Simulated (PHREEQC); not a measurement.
**Buffer: an equilibrium model**

A solution holds 0.079 mol/kgw H3PO4 and 7.4e-05 mol/kgw NaF, at 25 °C. Closed to the air; pH follows from the charge balance.

Computed with PHREEQC (ion-association model, phreeqc.dat).

No solid was allowed to form.

What pH does the model give?

pH 1.70.

In which forms is F present?

HF 96 %, F- 3.8 % of the F.
